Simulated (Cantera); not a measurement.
Input (Python, Cantera) and output of one run.

```python
import numpy as np
import cantera as ct

gas_names = """
    AL ALBr ALBr3 ALH ALN AL2 AL2Br6 Br Br2 H HBr H2 N NH NH2 NH3 N2 N2H2 N2H4
""".split()
cond_names = """
    AL(cr) AL(L) ALBr3(s) ALBr3(L) ALN(s) Br2(cr) Br2(L)
""".split()


# ... load() reads the species with a 1 bar reference pressure and builds the phases ...
atoms = {
    'AlBr3': {'AL': 1, 'Br': 3},
    'N2': {'N': 2},
    'H2': {'H': 2},
}
top_T = {'ALN(s)': 2750}  # K; cautious upper limits of use, not melting points


# ... equilibrate(T, P, feed) seeds the gas with the atoms and calls Mixture.equilibrate('TP', solver="vcs", rtol=1e-11, max_steps=5000) ...
results = []
T = 1848.15  # K
P = 380  # Pa
for m in [2.4, 4.3, 7.7, 14, 25, 45, 80, 140]:
    feed = {'AlBr3': 1, 'N2': 28, 'H2': m}  # mol
    mix = equilibrate(T, P, feed)
    results.append((T, P, feed, dict(zip(mix.species_names, mix.species_moles))))

top = {s: max(r[3][s] / sum(r[3][g] for g in gas_names) for r in results) for s in gas_names}
cols = sorted((s for s in top if top[s] > 1e-06), key=lambda s: -top[s])[:8]
seen = [c for c in cond_names if any(r[3].get(c, 0) > 1e-12 for r in results)]
print("log10 of partial pressures in bar; condensed amounts in mol")
print(f"{'n(H2)':>10s}" + "".join(f"{s[:9]:>10s}" for s in cols + seen))
for T, P, feed, n in results:
    ng = sum(n[g] for g in gas_names)
    print(f"{feed['H2']:10.4g}" + "".join(f"{np.log10(max(n[s] / ng * P / 1e5, 1e-99)):10.3f}" for s in cols)
          + "".join(f"{n.get(c, 0):10.4g}" for c in seen))
```

It prints:

```
log10 of partial pressures in bar; condensed amounts in mol
     n(H2)        N2        H2        Br       HBr      ALBr         H     ALBr3        AL
       2.4    -2.491    -3.655    -3.901    -3.990    -3.944    -5.102    -5.867    -6.594
       4.3    -2.515    -3.390    -3.987    -3.944    -3.967    -4.970    -6.061    -6.530
       7.7    -2.555    -3.154    -4.091    -3.930    -4.006    -4.852    -6.309    -6.465
        14    -2.621    -2.946    -4.221    -3.956    -4.071    -4.748    -6.634    -6.401
        25    -2.717    -2.781    -4.371    -4.024    -4.168    -4.666    -7.031    -6.347
        45    -2.851    -2.655    -4.549    -4.138    -4.303    -4.602    -7.521    -6.305
        80    -3.017    -2.567    -4.745    -4.291    -4.471    -4.559    -8.082    -6.276
       140    -3.206    -2.511    -4.953    -4.470    -4.664    -4.531    -8.690    -6.262
```

Cantera equilibrium calculation (NASA polynomials, part measured and part estimated; ideal gas, pure solids and liquids).
